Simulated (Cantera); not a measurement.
# Aluminium nitride and oxide growth: Al + HCl + N₂

Feed: 1 mol Al, a varied amount of HCl, 410 mol N₂, held at 1700 K and 1.30 mbar.

Equilibrium computed with Cantera from the NASA thermochemical tables; the gas is ideal and each condensed phase is pure. Candidate condensed phases: Al, AlCl₃, AlN, NH₄Cl; 20 gas species. The tables' values for AlCl₂ are old estimates; treat these amounts as uncertain. The numbers say what is thermodynamically allowed, not how fast it happens.

At 0.6 mol HCl the condensed part is AlN(s). From 0.85 mol HCl to 7 mol HCl nothing is condensed. The main Al-bearing gas is AlCl throughout.

```csv
n(HCl) (mol),x N₂,x HCl,x AlCl,x H₂,n AlN(s)
0.6,0.997,2.79e-6,0.00146,0.000675,0.183
0.85,0.996,6.73e-6,0.00206,0.000966,0
1.2,0.996,0.000433,0.00240,0.00117,0
1.7,0.995,0.00149,0.00236,0.00124,0
2.4,0.993,0.00297,0.00228,0.00134,0
3.5,0.990,0.00530,0.00217,0.00150,0
4.9,0.987,0.00825,0.00203,0.00169,0
7,0.982,0.0127,0.00184,0.00196,0
```
x: gas mole fraction; n: condensed amount in mol.
